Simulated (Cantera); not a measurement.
Ignition delay

Mixture: H2 : O2 : N2 = 1 : 1 : 4.7 (molar parts), equivalence ratio 0.50, at 2850 Torr, adiabatic and at constant volume. Ignition delay is the time to a rise of 400 K.

Model: the H2/O2 subset of GRI-Mech 3.0, which has no nitrogen chemistry, integrated in Cantera. The hydrogen kinetics of GRI-Mech 3.0 are dated; newer H2 mechanisms differ, most at raised pressure. Where the delays flatten at high temperature, the 400 K rule measures the pace of heat release, not the induction time.

```
T0 (K)  delay (ms)
------  ----------
1075         0.884
1175        0.0256
1275        0.0116
1375       0.00721
1475       0.00517
1575       0.00409
1675       0.00352
1775       0.00325
```
